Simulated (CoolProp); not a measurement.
A single-stage vapour-compression cycle with propane: evaporating at 293.15 K (dew point), condensing at 352.15 K (bubble point), superheat 10 K, subcooling 5 K, compressor efficiency 0.65, no pressure losses. Each further row changes one setting.

Computed with CoolProp (reference Helmholtz-energy equation of state, Lemmon 2009).

```csv
case,cooling COP,pressure ratio,discharge temperature (K),refrigerating effect (kJ/kg),volumetric capacity (kJ/m³)
as stated,2.07,3.67,378.2,201,3430
evaporating temperature 298.15 K,2.37,___,___,206,4010
condensing temperature 347.15 K,2.42,3.34,372.4,___,3720
subcooling 10 K,___,3.67,378.2,219,3740
superheat 20 K,___,3.67,387.7,220,___
compressor efficiency 0.55,1.75,3.67,___,201,3430
```

Q: Complete the blanks.

A: 
- evaporating temperature 298.15 K, pressure ratio: 3.23
- evaporating temperature 298.15 K, discharge temperature (K): 376.6
- condensing temperature 347.15 K, refrigerating effect (kJ/kg): 218
- subcooling 10 K, cooling COP: 2.26
- superheat 20 K, cooling COP: 2.14
- superheat 20 K, volumetric capacity (kJ/m³): 3570
- compressor efficiency 0.55, discharge temperature (K): 384.8
